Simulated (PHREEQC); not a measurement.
A column of 0.1 m (40 cells, dispersivity 0.0035 m, 3600 s a shift, diffusion coefficient 3e-10 m²/s) holds 0.015 eq of the database's cation exchanger X per kg of pore water, first in equilibrium with 0.0031 mol ZnCl2 and 1e-05 mol HCl per kg of water. It is flushed with 0.041 mol/kgw KBr, 0.00012 mol/kgw PbCl2 and 1e-05 mol/kgw HCl, at 15 °C. Values are for the last cell. The system is closed to CO2. No solid was allowed to form.

Base run: PHREEQC, ion-association model, phreeqc.dat. Each further column changes one thing. The table gives K in solution (mol/kgw).

```tsv
pore volumes	base	exchange capacity from 0.015 to 0.0075 eq/kgw	dispersivity from 0.0035 to 0.007 m
0	0	0	0
0.2125	0	0	5.43e-11
0.5125	4.25e-6	3.99e-5	[?]
0.7125	0.000558	0.00173	[?]
0.9125	0.00499	0.00928	0.00846
1.212	0.0186	0.0251	0.0200
1.413	0.0265	0.0324	0.0263
1.613	0.0319	0.0365	0.0309
1.812	0.0352	0.0387	[?]
2.112	0.0380	0.0401	0.0370
2.312	0.0391	0.0406	0.0382
2.513	0.0397	0.0408	0.0390
2.812	0.0403	0.0409	[?]
3.013	0.0406	0.0410	0.0401
```

Fill in the missing entries.


- 0.5125, dispersivity from 0.0035 to 0.007 m: 0.000162
- 0.7125, dispersivity from 0.0035 to 0.007 m: 0.00240
- 1.812, dispersivity from 0.0035 to 0.007 m: 0.0341
- 2.812, dispersivity from 0.0035 to 0.007 m: 0.0398
